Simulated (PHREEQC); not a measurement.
Dissolve 4.3e-05 mol/kgw Na2CO3 and 2.4e-05 mol/kgw H4SiO4 at 25 °C. Closed to the air; pH follows from the charge balance.

All values are PHREEQC results (ion-association model, phreeqc.dat), not measurements.

No solid was allowed to form.

Predict the pH.

pH 9.47.

In which forms is Si present?

H4SiO4 69 %, H3SiO4- 31 % of the Si.

Complexes and solids missing from the database can't appear.
